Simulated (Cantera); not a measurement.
# Low-pressure radical oxidation in H2/O2

An isothermal, constant-pressure homogeneous reactor starts with 2.64 % H₂, 75.5 % O₂, 21.9 % N₂, equivalence ratio 0.018, at 900 K and 0.00140 bar.

Cantera simulation using the H2/O2 subset of GRI-Mech 3.0, which has no nitrogen chemistry; the numbers are that mechanism's predictions, not measurements. Radical loss at walls, strong at low pressure, is not modelled. Below about 950 K walls govern HO2 and H2O2 in real vessels.

```csv
t (s),x H₂,x O₂,x H,x OH,x H₂O₂,x O
2.00e-6,0.0264,0.755,<1e-12,<1e-12,<1e-12,<1e-12
7.82e-6,0.0264,0.755,<1e-12,<1e-12,<1e-12,<1e-12
3.06e-5,0.0264,0.755,<1e-12,<1e-12,<1e-12,<1e-12
0.000120,0.0264,0.755,<1e-12,<1e-12,<1e-12,<1e-12
0.000468,0.0264,0.755,<1e-12,<1e-12,<1e-12,<1e-12
0.00183,0.0264,0.755,1.48e-12,<1e-12,<1e-12,<1e-12
0.00715,0.0264,0.755,5.50e-12,2.73e-12,<1e-12,4.88e-12
0.0280,0.0264,0.755,7.51e-11,4.92e-11,<1e-12,1.23e-10
0.109,0.0264,0.755,6.65e-7,4.45e-7,<1e-12,1.14e-6
0.428,0.000444,0.739,0.00590,0.000593,3.96e-9,0.0116
1.67,0.000157,0.746,0.00165,0.000344,3.50e-9,0.00566
6.54,2.28e-5,0.751,9.11e-5,0.000127,3.69e-9,0.000854
25.6,1.54e-6,0.751,1.72e-6,3.36e-5,2.55e-9,6.10e-5
100,1.13e-7,0.751,3.77e-8,9.43e-6,1.07e-9,4.77e-6
```
x: mole fraction; the columns are a selection and need not sum to one.

Equilibrium at this temperature and pressure: H₂ 2.66e-12, O₂ 0.751, H <1e-12, OH 4.84e-8, H₂O₂ <1e-12, O 1.26e-10 (gas phase only).
